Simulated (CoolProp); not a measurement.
A single-stage vapour-compression cycle with ethylene: evaporating at 201.15 K (dew point), condensing at 227.15 K (bubble point), superheat 8 K, subcooling 0 K, compressor efficiency 0.8, no pressure losses. Each further row changes one setting.

Values from CoolProp's reference Helmholtz-energy equation of state, Smukala 2000.

```
case                              cooling COP  pressure ratio  discharge temperature (K)  refrigerating effect (kJ/kg)  volumetric capacity (kJ/m³)
--------------------------------  -----------  --------------  -------------------------  ----------------------------  ---------------------------
as stated                                 [?]            2.53                      269.2                           373                         3140
evaporating temperature 206.15 K         6.68            2.08                      261.6                           377                         3830
condensing temperature 222.15 K          6.57            2.15                      258.2                           387                         3260
subcooling 5 K                            [?]            2.53                      269.2                           387                         3260
superheat 18 K                           5.04            2.53                        [?]                           388                         3080
compressor efficiency 0.7                4.50            2.53                      275.5                           373                         3140
```

Question: What belongs in the gaps?

Answer: 
- as stated, cooling COP: 5.15
- subcooling 5 K, cooling COP: 5.34
- superheat 18 K, discharge temperature (K): 280.8
